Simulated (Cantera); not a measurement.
## Thermodynamics of halide evaporation, hydrolysis and transport, feed CuF₂ + N₂

Feed: 1 mol CuF₂, 0.19 mol N₂, equilibrated at 1027 °C.

Cantera equilibrium calculation (NASA polynomials, part measured and part estimated; ideal gas, pure solids and liquids). Candidate condensed phases: Cu, CuF₂; 11 gas species. Equilibrium is a limit: real reactors are often held back by kinetics, nucleation or transport.

```
P (Pa)   x N₂   x CuF₂       x F     x CuF      x Cu      x F₂  n CuF₂(l)
------  -----  -------  --------  --------  --------  --------  ---------
0.100   0.128    0.470     0.201     0.201   1.45e-6   4.25e-8          0
1       0.147    0.698    0.0775    0.0775   1.45e-7   6.31e-8          0
10      0.155    0.792    0.0261    0.0261   1.45e-8   7.17e-8          0
100     0.158    0.825   0.00843   0.00843   1.45e-9   7.46e-8          0
1000    0.515    0.481   0.00203   0.00203  1.45e-10   4.35e-8      0.822
10000   0.951   0.0481  0.000203  0.000203  1.45e-11   4.35e-9      0.990
100000  0.995  0.00481   2.03e-5   2.03e-5  1.45e-12  4.35e-10      0.999
```
x: gas mole fraction; n: condensed amount in mol.

From 1.00e-6 bar to 0.00100 bar nothing is condensed. From 0.0100 bar to 1.00 bar the condensed part is CuF₂(l). The main Cu-bearing gas is CuF₂ throughout.
